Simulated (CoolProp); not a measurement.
Tetradecamethylhexasiloxane (MD4M) along the isotherm 346.85 °C: density (kg/m³) from the reference equation and from simpler models built on Tc = 380.0 °C, pc = 8.286 bar, ω = 0.800; each cubic takes its own stable root.

Computed with CoolProp (reference Helmholtz-energy equation of state, Thol 2019).

| p (bar) | phase | reference | van der Waals | Redlich-Kwong | Soave-Redlich-Kwong | Peng-Robinson |
|---|---|---|---|---|---|---|
| 0.262 | gas | 2.370 | 2.358 | 2.363 | 2.365 | 2.368 |
| 0.385 | gas | 3.509 | 3.483 | 3.493 | 3.498 | 3.504 |
| 0.564 | gas | 5.199 | 5.142 | 5.163 | 5.174 | 5.189 |
| 0.829 | gas | 7.775 | 7.647 | 7.695 | 7.719 | 7.751 |
| 1.22 | gas | 11.75 | 11.46 | 11.57 | 11.62 | 11.70 |
| 1.79 | gas | 17.99 | 17.28 | 17.54 | 17.68 | 17.84 |
| 2.62 | gas | 28.26 | 26.46 | 27.07 | 27.45 | 27.85 |
| 3.85 | gas | 47.47 | 42.11 | 43.77 | 45.03 | 46.07 |
| 5.64 | liquid | 488.9 | 73.27 | 79.60 | 406.5 | 458.0 |
| 8.29 | liquid | 502.8 | 299.0 | 386.8 | 428.1 | 481.4 |
| 12.2 | liquid | 517.9 | 328.1 | 420.4 | 450.8 | 506.2 |
| 17.9 | liquid | 534.0 | 351.5 | 451.4 | 474.8 | 532.3 |
| 26.2 | liquid | 551.4 | 373.0 | 482.0 | 500.1 | 560.0 |
| 38.5 | liquid | 570.4 | 394.0 | 513.3 | 527.4 | 589.7 |
| 56.4 | liquid | 590.7 | 414.4 | 545.0 | 555.9 | 620.6 |
| 82.9 | liquid | 612.7 | 434.5 | 577.4 | 585.6 | 652.8 |

At some of these states van der Waals, Redlich-Kwong gives the other phase, because its saturation line lies elsewhere.
